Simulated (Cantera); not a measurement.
A Cantera script and its output.

```python
import numpy as np
import cantera as ct

gas = ct.Solution("gri30.yaml")
gas.TPX = 1425, 76000, {'CO': 0.0031, 'O2': 0.038, 'H2O': 0.0028, 'N2': 1}
inlet = ct.Reservoir(gas, clone=True)

reactor = ct.IdealGasConstPressureReactor(gas, energy="off", clone=False)
exhaust = ct.Reservoir(gas, clone=True)
tau = [7.6, 2.4, 0.73, 0.22, 0.07, 0.021, 0.0066, 0.002, 0.00063][0]
for a, b in ((inlet, reactor), (reactor, exhaust)):
    ct.MassFlowController(a, b, mdot=lambda t: reactor.mass / tau)
net = ct.ReactorNet([reactor])
show = ['CO', 'O2', 'H2O', 'O', 'NO', 'H2O2', 'N2O']

rows = []
print(f"{'tau/s':>10s}{'T/K':>9s}" + "".join(f"{s:>11s}" for s in show))
for tau in [7.6, 2.4, 0.73, 0.22, 0.07, 0.021, 0.0066, 0.002, 0.00063]:
    net.initial_time = 0.0
    net.advance(30 * tau)
    before = gas.X
    net.advance(40 * tau)
    drift = np.max(np.abs(gas.X - before) / (gas.X + 1e-9))
    rows.append([gas.T, *gas[show].X, drift])
    print(f"{tau:10.3e}{gas.T:9.1f}" + "".join(f"{x:11.3e}" for x in gas[show].X))
```

It prints:

```
     tau/s      T/K         CO         O2        H2O          O         NO       H2O2        N2O
 7.600e+00   1425.0  1.076e-05  3.497e-02  2.678e-03  4.546e-06  1.208e-06  7.848e-10  2.914e-07
 2.400e+00   1425.0  2.380e-05  3.497e-02  2.674e-03  9.313e-06  1.307e-06  1.526e-09  5.018e-07
 7.300e-01   1425.0  5.357e-05  3.498e-02  2.668e-03  1.974e-05  1.279e-06  3.002e-09  7.600e-07
 2.200e-01   1425.0  1.200e-04  3.499e-02  2.658e-03  4.211e-05  1.039e-06  5.789e-09  9.334e-07
 7.000e-02   1425.0  2.547e-04  3.503e-02  2.645e-03  8.527e-05  7.056e-07  1.034e-08  9.300e-07
 2.100e-02   1425.0  5.436e-04  3.512e-02  2.624e-03  1.693e-04  3.973e-07  1.745e-08  7.853e-07
 6.600e-03   1425.0  1.060e-03  3.531e-02  2.599e-03  2.860e-04  1.892e-07  2.489e-08  5.766e-07
 2.000e-03   1425.0  1.877e-03  3.567e-02  2.589e-03  3.471e-04  5.030e-08  2.657e-08  3.097e-07
 6.300e-04   1425.0  2.692e-03  3.617e-02  2.636e-03  1.563e-04  1.936e-09  1.098e-08  5.833e-08
```

Detailed kinetics in Cantera: GRI-Mech 3.0 (53 species, 325 reactions).
